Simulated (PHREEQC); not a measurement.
Dissolve 87 mmol/kgw H3BO3, 23 mmol/kgw Na2SO4 and 0.034 mmol/kgw LiCl at 45 °C. Closed to the air; pH follows from the charge balance.

Model: ion-association model, phreeqc.dat, run in PHREEQC.

```tsv
quantity	before	after
pH	5.25	5.29
ionic strength (mol/kgw)	0.0648	0.0642
Li+ (mol/kgw)	3.28e-5	3.29e-5
H2BO3- (mol/kgw)	1.60e-5	3.36e-5
```

**Question.** What was changed between the two runs?
(A) temperature from 45 to 90 °C
(B) Na2SO4 replaced by NaBF4 at the same molality
(C) LiCl from 3.4e-05 to 0.00017 mol/kgw
(D) LiCl replaced by Li2CO3 at the same molality
(E) diluted 5-fold with water

**Answer.** A, temperature from 45 to 90 °C

This is a speciation only: nothing precipitates in the calculation. At this temperature some constants are extrapolated from 25 °C, and those without enthalpy data are left unchanged.
